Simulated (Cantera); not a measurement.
A closed system holds: 1 mol CH3Cl, 0.16 mol Si, 0.14 mol H2, equilibrated at 0.240 bar.

These are equilibrium values from Cantera (NASA tables, ideal gas, pure condensed phases), not measurements of a reactor. Candidate condensed phases: C, C6H6, C7H8, C8H18, Si, SiC; 109 gas species. Equilibrium is a limit: real reactors are often held back by kinetics, nucleation or transport.

Question: At 725 K, list the 4 most abundant gas species with their mole fractions, and the condensed phases.

Answer: H2 0.438, CH4 0.237, HCl 0.225, SiCl4 0.0999. Condensed: C(graphite).
